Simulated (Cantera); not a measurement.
Cantera run:

```python
import numpy as np
import cantera as ct

gas_names = """
    AL ALN AL2 N N2
""".split()
cond_names = """
    AL(cr) AL(L) ALN(s)
""".split()


# ... load() reads the species with a 1 bar reference pressure and builds the phases ...
atoms = {
    'AlN': {'AL': 1, 'N': 1},
    'N2': {'N': 2},
}
top_T = {'ALN(s)': 2750}  # K; cautious upper limits of use, not melting points


# ... equilibrate(T, P, feed) seeds the gas with the atoms and calls Mixture.equilibrate('TP', solver="vcs", rtol=1e-11, max_steps=5000) ...
results = []
feed = {'AlN': 1, 'N2': 2.5}  # mol
T = 1675  # K
P = 101325  # Pa
mix = equilibrate(T, P, feed)
results.append((T, P, feed, dict(zip(mix.species_names, mix.species_moles))))
print(gas.report(threshold=1e-06))
for i in range(1, mix.n_phases):
    print(f"{mix.phase(i).name:16s} {mix.phase_moles(i):12.5e} mol")
```

It prints:

```
       temperature   1675 K
          pressure   1.0133e+05 Pa
           density   0.20382 kg/m^3
  mean mol. weight   28.014 kg/kmol
   phase of matter   gas

                          1 kg             1 kmol
                     ---------------   ---------------
          enthalpy        1.5885e+06        4.4499e+07  J
   internal energy        1.0913e+06        3.0573e+07  J
           entropy            8767.4        2.4561e+05  J/K
    Gibbs function       -1.3097e+07        -3.669e+08  J
 heat capacity c_p            1259.4             35281  J/K
 heat capacity c_v            962.62             26967  J/K

                      mass frac. Y      mole frac. X     chem. pot. / RT
                     ---------------   ---------------   ---------------
                N2                 1                 1           -26.345
     [   +4 minor]        1.2025e-08        1.2487e-08

AL(L)             0.00000e+00 mol
ALN(s)            1.00000e+00 mol
```

These are equilibrium values from Cantera (NASA tables, ideal gas, pure condensed phases), not measurements of a reactor.
